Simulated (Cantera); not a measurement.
A closed system holds: 1 mol Al(CH3)3, 12 mol H2O, 1.1 mol H2, held at 0.100 bar.

These are equilibrium values from Cantera (NASA tables, ideal gas, pure condensed phases), not measurements of a reactor. Candidate condensed phases: Al, Al2O3, C, C6H6, C7H8, C8H18, H2O; 121 gas species. The feed counts by its element totals alone. Gases not in the tables: Al(OH)3. Rates play no part. All values below are at 1973 K.

Base state: H2 0.507, H2O 0.344, CO 0.126, CO2 0.0191, H 0.00304, OH 0.000196 (mole fractions); condensed: Al2O3(s).

### Question
What changes in the equilibrium state with this change: H2 from 1.1 to 96 mol?

### Answer
| species | before | after |
|---|---|---|
| H2 | 0.507 | 0.906 |
| H2O | 0.344 | 0.0644 |
| CO | 0.126 | 0.0255 |
| CO2 | 0.0191 | 0.000404 |
| OH | 0.000196 | 2.74e-5 |
| H | 0.00304 | 0.00406 |
| Al2O3(s), mol | 0.500 | 0.500 |
